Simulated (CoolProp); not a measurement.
The fluid at 293.15 K and 5.63 MPa is throttled through a valve to 3.39 MPa with no heat exchange. The same conditions are run with several fluids, on thermodynamics alone (safety and materials aside).

Model: reference Helmholtz-energy equation of state of each fluid (oxygen: Schmidt 1985; methane: Setzmann 1991; ethylene: Smukala 2000; dry air: Lemmon 2000; C2F6 (R116): Lemmon 2006), in CoolProp. Blends and air are pseudo-pure fits.

```csv
fluid,temperature change (K),final phase,final density (kg/m³)
oxygen,-5.7,gas,46.5
methane,-9.7,gas,24.8
ethylene,-28.1,"two-phase, vapour fraction 0.947",75.9
dry air,-4.6,gas,41.4
C2F6 (R116),-3.6,liquid,993
```
